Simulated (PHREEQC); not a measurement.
A solution holds 0.00076 mol CO2 and 0.0078 mol K2CO3 per kg of water, at 25 °C. Closed to the air; pH follows from the charge balance.

The numbers come from PHREEQC with the ion-association model, phreeqc.dat.

Problem. The ionic strength comes out as 0.0221 mol/kgw. What activity coefficients do HCO3-, CO3-2, K+, OH- get?

Solution. HCO3- 0.87, CO3-2 0.58, K+ 0.86, OH- 0.86.

No solid was allowed to form.
